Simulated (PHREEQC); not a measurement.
Solution (45 °C): 0.016 mol CuSO4 and 0.00034 mol HCl per kg of water. Closed to the air; pH follows from the charge balance.

Equilibrium calculation in PHREEQC: ion-association model, wateq4f.dat.

This is a speciation only: nothing precipitates in the calculation.

**Question.** Order these S species by the share of S that they hold, largest first: CuSO4, SO4-2, HSO4-.

**Answer.** SO4-2 (64 %), CuSO4 (35 %), HSO4- (0.93 %)

The pH is 3.78 and the ionic strength 0.0413 mol/kgw. Constants without temperature data keep their 25 °C values here.
